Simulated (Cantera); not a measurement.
An isothermal, constant-pressure homogeneous reactor starts with H2 : O2 = 0.34 : 1 (molar parts), at 1325 K and 20.0 Torr. Integrator tolerance rtol = 1e-08.

Cantera simulation using the H2/O2 subset of GRI-Mech 3.0, which has no nitrogen chemistry; the numbers are that mechanism's predictions, not measurements. Radical loss at walls, strong at low pressure, is not modelled. The temperature is held fixed by assumption; the heat of reaction is taken as removed at once.

What does this change do: pressure from 20.0 Torr to 3.98 Torr?


| quantity | before | after |
|---|---|---|
| x(H2) at 4.00 s | 3.21e-7 (gas-phase equilibrium 2.85e-7) | 1.03e-5 (gas-phase equilibrium 6.40e-7) |
| x(O2) at 4.00 s | 0.709 (gas-phase equilibrium 0.709) | 0.709 (gas-phase equilibrium 0.709) |
| x(OH) at 4.00 s | 8.49e-5 (gas-phase equilibrium 8.00e-5) | 0.000481 (gas-phase equilibrium 0.000120) |
| x(H) at 4.00 s | 6.41e-9 (gas-phase equilibrium 5.39e-9) | 1.17e-6 (gas-phase equilibrium 1.81e-8) |
| x(H2O2) at 4.00 s | 2.85e-9 (gas-phase equilibrium 2.64e-9) | 7.68e-9 (gas-phase equilibrium 1.18e-9) |
